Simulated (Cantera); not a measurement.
Input (Python, Cantera):

```python
import numpy as np
import cantera as ct

gas = ct.Solution("gri30.yaml")
gas.TPX = 1125, 85000, {'H2': 1.6, 'O2': 1, 'N2': 19}
reactor = ct.IdealGasConstPressureReactor(gas, energy="off", clone=False)
net = ct.ReactorNet([reactor])
net.rtol, net.atol = 1e-08, 1e-18
show = ['H2', 'O2', 'H', 'NO2', 'NO', 'H2O', 'H2O2']
times = np.geomspace(0.0004, 3, 12)

steps = ct.SolutionArray(gas, extra=["t"])
rows = []
print(f"{'t/s':>10s}{'T/K':>9s}{'P/Pa':>11s}" + "".join(f"{s:>11s}" for s in show))
for t in times:
    while net.time < t:
        t_next = net.step()
        steps.append(gas.state, t=t_next)
    rows.append([np.interp(t, steps.t, y) for y in (steps.T, steps.P, *steps(*show).X.T)])
    print(f"{t:10.3e}{rows[-1][0]:9.1f}{rows[-1][1]:11.4g}" + "".join(f"{x:11.3e}" for x in rows[-1][2:]))
rate = np.gradient(steps.T, steps.t)
print("integrator steps:", len(steps.t))
if steps.T.max() > steps.T[0] + 200:
    print(f"time of steepest temperature rise: {steps.t[rate.argmax()]:.4e} s")
gas.TPX = 1125, 85000, {'H2': 1.6, 'O2': 1, 'N2': 19}
gas.equilibrate("TP")
print(f"equilibrium (TP): T = {gas.T:.1f} K  " + "  ".join(f"{s} {gas[s].X[0]:.3e}" for s in show))
```

It prints:

```
       t/s      T/K       P/Pa         H2         O2          H        NO2         NO        H2O       H2O2
 4.000e-04   1125.0    8.5e+04  8.911e-03  1.517e-02  8.698e-03  2.693e-10  2.243e-06  6.228e-02  1.615e-06
 9.002e-04   1125.0    8.5e+04  1.363e-03  1.024e-02  4.158e-04  1.752e-09  2.980e-06  7.513e-02  1.606e-06
 2.026e-03   1125.0    8.5e+04  3.158e-04  9.739e-03  2.788e-05  1.112e-08  2.984e-06  7.653e-02  8.613e-07
 4.559e-03   1125.0    8.5e+04  8.014e-05  9.641e-03  2.891e-06  3.968e-08  2.957e-06  7.682e-02  3.250e-07
 1.026e-02   1125.0    8.5e+04  1.830e-05  9.617e-03  3.355e-07  7.973e-08  2.917e-06  7.689e-02  1.061e-07
 2.309e-02   1125.0    8.5e+04  3.402e-06  9.613e-03  3.723e-08  9.775e-08  2.899e-06  7.691e-02  3.519e-08
 5.197e-02   1125.0    8.5e+04  5.628e-07  9.613e-03  4.436e-09  7.947e-08  2.918e-06  7.692e-02  1.214e-08
 1.170e-01   1125.0    8.5e+04  1.179e-07  9.613e-03  7.350e-10  4.962e-08  2.947e-06  7.692e-02  4.505e-09
 2.632e-01   1125.0    8.5e+04  3.763e-08  9.613e-03  1.693e-10  2.838e-08  2.969e-06  7.692e-02  1.820e-09
 5.923e-01   1125.0    8.5e+04  1.491e-08  9.613e-03  4.632e-11  1.711e-08  2.980e-06  7.692e-02  7.835e-10
 1.333e+00   1125.0    8.5e+04  6.643e-09  9.614e-03  1.431e-11  1.211e-08  2.985e-06  7.692e-02  3.558e-10
 3.000e+00   1125.0    8.5e+04  3.470e-09  9.614e-03  5.383e-12  1.112e-08  2.986e-06  7.692e-02  1.770e-10
integrator steps: 1768
equilibrium (TP): T = 1125.0 K  H2 2.066e-09  O2 9.603e-03  H 2.205e-12  NO2 1.200e-07  NO 2.458e-05  H2O 7.692e-02  H2O2 8.142e-11
```

Model: GRI-Mech 3.0 (53 species, 325 reactions), integrated in Cantera. The temperature is held fixed by assumption; the heat of reaction is taken as removed at once.
